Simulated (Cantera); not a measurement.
A perfectly stirred reactor is fed with 6.87 % CH4, 19.6 % O2, 73.5 % N2, at 1000000 Pa; it is adiabatic with a 750 K inlet, and is followed from long to short residence time, starting on the burning branch (τ in s: 0.2, 0.095, 0.046, 0.023, 0.011, 0.0054, 0.0026, 0.0013, 0.00063, 0.00031, 0.00015, 7.3e-05).

Model: GRI-Mech 3.0 (53 species, 325 reactions), integrated in Cantera.

x: mole fraction; the columns are a selection and need not sum to one.

```
τ (s)    T (K)     x CH4    x O2   x CO2      x NO  x H2O       x HCO
-------  -----  --------  ------  ------  --------  -----  ----------
0.20      2182   2.77e-7  0.0568  0.0681   0.00385  0.136    8.18e-10
0.095     2184   5.72e-7  0.0573  0.0681   0.00281  0.136  (withheld)
0.046     2186   1.16e-6  0.0578  0.0681   0.00185  0.136  (withheld)
0.023     2187   2.27e-6  0.0582  0.0680   0.00113  0.136  (withheld)
0.011     2187   4.61e-6  0.0584  0.0680  0.000639  0.136  (withheld)
0.0054    2186   8.97e-6  0.0586  0.0678  0.000366  0.136  (withheld)
0.0026    2183   1.72e-5  0.0588  0.0675  0.000215  0.136  (withheld)
0.0013    2178   3.08e-5  0.0590  0.0670  0.000140  0.135  (withheld)
0.00063   2168   5.43e-5  0.0594  0.0662   9.72e-5  0.135  (withheld)
0.00031   2154   9.21e-5  0.0600  0.0648   7.27e-5  0.134  (withheld)
0.00015   2132  0.000158  0.0611  0.0627   5.53e-5  0.133  (withheld)
7.3e-5    2098  0.000276  0.0629  0.0593   4.13e-5  0.131  (withheld)
```

Question: Complete the blanks.

Answer: 
- 0.095, x HCO: 1.70e-9
- 0.046, x HCO: 3.49e-9
- 0.023, x HCO: 6.98e-9
- 0.011, x HCO: 1.46e-8
- 0.0054, x HCO: 2.98e-8
- 0.0026, x HCO: 6.22e-8
- 0.0013, x HCO: 1.25e-7
- 0.00063, x HCO: 2.61e-7
- 0.00031, x HCO: 5.38e-7
- 0.00015, x HCO: 1.13e-6
- 7.3e-5, x HCO: 2.35e-6
